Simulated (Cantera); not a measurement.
An isothermal plug-flow reactor at 523 K and 4.64 atm (inlet), inlet velocity 0.13 m/s, active area per volume 3400 1/m; feed CO : O2 : N2 : H2O = 0.021 : 0.13 : 0.79 : 0.019 (molar parts), equivalence ratio 0.081.

Model: Deutschmann's 1995 Pt surface mechanism with GRI-Mech 3.0 gas chemistry, integrated in Cantera. Catalytic surfaces can have several steady states; this one follows from the mechanism file's or the stated starting coverage. Mass transfer to the wall is taken as infinitely fast.

**Question.** What does this change do: temperature 523 to 625 K?

**Answer.** 
| quantity | before | after |
|---|---|---|
| x(CO) at z = 0.0035 m | 0.0218 | 0.0151 |
| x(O2) at z = 0.0035 m | 0.135 | 0.132 |
| x(H2O) at z = 0.0035 m | 0.0198 | 0.0199 |
| x(CO2) at z = 0.0035 m | 4.78e-5 | 0.00682 |
| θ(O*) at the exit | 0.00645 | 0.0218 |
| θ(CO*) at the exit | 0.993 | 0.970 |
